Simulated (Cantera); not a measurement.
An adiabatic, constant-pressure homogeneous reactor starts with 14.4 % CH₃OH, 18.0 % O₂, 67.6 % N₂, at 1375 K and 2000000 Pa.

Computed with Cantera and GRI-Mech 3.0 (53 species, 325 reactions). GRI-Mech 3.0 was tuned for natural gas; its chemistry of methanol as a main component is partial and can be far from experiment. The pressure lies above the range GRI-Mech 3.0 was tuned for (to about 10 atm).

Predict: time of steepest temperature rise; temperature at 0.500 s; equilibrium temperature; x(O₂) at 0.500 s; x(HCO) at 0.500 s; x(H₂O₂) at 0.500 s; x(CO) at 0.500 s.


| Quantity | Result |
|---|---|
| time of steepest temperature rise | 69.8 µs |
| temperature at 0.500 s | 2864 K |
| equilibrium temperature | 2864 K |
| x(O₂) at 0.500 s | 0.00340 (gas-phase equilibrium 0.00340) |
| x(HCO) at 0.500 s | 3.49e-7 (gas-phase equilibrium 3.49e-7) |
| x(H₂O₂) at 0.500 s | 8.22e-7 (gas-phase equilibrium 8.22e-7) |
| x(CO) at 0.500 s | 0.0553 (gas-phase equilibrium 0.0553) |
